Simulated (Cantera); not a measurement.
## AlCl₃ + H₂O + H₂ (aluminium nitride and oxide growth)

Feed: 1 mol AlCl₃, 3.9 mol H₂O, a varied amount of H₂, at 2123 K and 50.0 Pa.

Method: chemical equilibrium by Gibbs-energy minimisation in Cantera with the NASA 1993 tables (ideal gas, pure condensed phases). Candidate condensed phases: Al, AlCl₃, Al₂O₃, H₂O; 29 gas species. The tables' values for AlOH are old estimates; treat these amounts as uncertain. Rates play no part.

```csv
n(H₂) (mol),x H₂,x HCl,x H₂O,x H,x Cl,x OH,n Al₂O₃(s)
1.2,0.190,0.325,0.308,0.0699,0.0878,0.0140,0.499
1.7,0.230,0.309,0.291,0.0769,0.0760,0.0120,0.498
2.3,0.274,0.291,0.272,0.0839,0.0655,0.0103,0.498
3.3,0.336,0.263,0.243,0.0930,0.0535,0.00833,0.498
4.5,0.396,0.235,0.216,0.101,0.0440,0.00680,0.497
6.3,0.464,0.201,0.184,0.109,0.0348,0.00535,0.496
8.8,0.531,0.168,0.152,0.117,0.0271,0.00414,0.495
12,0.589,0.138,0.125,0.123,0.0211,0.00323,0.493
17,0.647,0.107,0.0975,0.129,0.0157,0.00241,0.489
24,0.695,0.0819,0.0749,0.134,0.0116,0.00178,0.483
33,0.731,0.0626,0.0580,0.137,0.00862,0.00135,0.474
```
x: gas mole fraction; n: condensed amount in mol.

From 1.2 mol H₂ to 33 mol H₂ the condensed part is Al₂O₃(s). The main Al-bearing gas is AlOCl at 1.2 mol H₂ and AlCl at 33 mol H₂.
